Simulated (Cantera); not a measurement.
Charge: 1 mol V, 0.64 mol NH3, 140 mol H2, held at 2352 °C and 3.90 Pa.

Cantera equilibrium calculation (NASA polynomials, part measured and part estimated; ideal gas, pure solids and liquids). Candidate condensed phases: V, VN; 11 gas species. Kinetics and transport are ignored.

Base state: H 0.975, H2 0.0206, V 0.00360, N2 0.00115 (mole fractions); condensed: gas only.

What changes in the equilibrium state with this change: temperature from 2352 °C to 677 °C?


```csv
species,before,after
H2,0.0206,1.00
H,0.975,8.91e-8
V,0.00360,<1e-9
N2,0.00115,<1e-9
"V(s), mol",0,0.360
"VN(s), mol",0,0.640
```
VN: taken at fixed stoichiometry. Condensed phases not in the tables: V2N, N, O or C dissolved in the metal.
